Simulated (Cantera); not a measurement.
A closed system holds: 1 mol Si₃N₄, 1.5 mol H₂O, 490 mol H₂, at 0.100 bar.

These are equilibrium values from Cantera (NASA tables, ideal gas, pure condensed phases), not measurements of a reactor. Candidate condensed phases: H₂O, Si, SiO₂, Si₂N₂O, Si₃N₄; 35 gas species. Mutual solubility and eutectic melting of coexisting phases are not modelled. Gases not in the tables: Si₂H₆ and higher silanes. Equilibrium is a limit: real reactors are often held back by kinetics, nucleation or transport.

x: gas mole fraction; n: condensed amount in mol.

| T (°C) | x H₂ | x N₂ | x SiO | x H | x Si | x SiH₂ | n Si(s) | n Si₂N₂O(s) | n Si(l) |
|---|---|---|---|---|---|---|---|---|---|
| 1325 | 0.998 | 0.00121 | 0.000193 | 0.000168 | 9.35e-7 | (withheld) | 0.0917 | 1.41 | 0 |
| 1350 | 0.998 | 0.00144 | 0.000420 | 0.000218 | 1.56e-6 | (withheld) | 0.202 | 1.29 | 0 |
| 1375 | 0.997 | 0.00184 | 0.000824 | 0.000281 | 2.58e-6 | (withheld) | 0.400 | 1.09 | 0 |
| 1400 | 0.996 | 0.00249 | 0.00148 | 0.000359 | 4.18e-6 | (withheld) | 0.723 | 0.769 | 0 |
| 1425 | 0.993 | 0.00354 | 0.00253 | 0.000456 | 6.57e-6 | (withheld) | 0 | 0.250 | 1.24 |
| 1450 | 0.992 | 0.00404 | 0.00303 | 0.000574 | 9.83e-6 | (withheld) | 0 | 0 | 1.48 |
| 1475 | 0.992 | 0.00404 | 0.00303 | 0.000720 | 1.46e-5 | (withheld) | 0 | 0 | 1.48 |
| 1500 | 0.992 | 0.00404 | 0.00303 | 0.000896 | 2.13e-5 | (withheld) | 0 | 0 | 1.47 |
| 1525 | 0.992 | 0.00404 | 0.00303 | 0.00111 | 3.08e-5 | (withheld) | 0 | 0 | 1.46 |
| 1550 | 0.991 | 0.00404 | 0.00303 | 0.00136 | 4.42e-5 | (withheld) | 0 | 0 | 1.45 |
| 1575 | 0.991 | 0.00404 | 0.00303 | 0.00167 | 6.27e-5 | (withheld) | 0 | 0 | 1.44 |
| 1600 | 0.991 | 0.00404 | 0.00303 | 0.00203 | 8.82e-5 | (withheld) | 0 | 0 | 1.42 |

Fill in the missing entries.


- 1325, x SiH₂: 4.89e-6
- 1350, x SiH₂: 6.45e-6
- 1375, x SiH₂: 8.45e-6
- 1400, x SiH₂: 1.10e-5
- 1425, x SiH₂: 1.39e-5
- 1450, x SiH₂: 1.68e-5
- 1475, x SiH₂: 2.04e-5
- 1500, x SiH₂: 2.45e-5
- 1525, x SiH₂: 2.93e-5
- 1550, x SiH₂: 3.48e-5
- 1575, x SiH₂: 4.12e-5
- 1600, x SiH₂: 4.86e-5
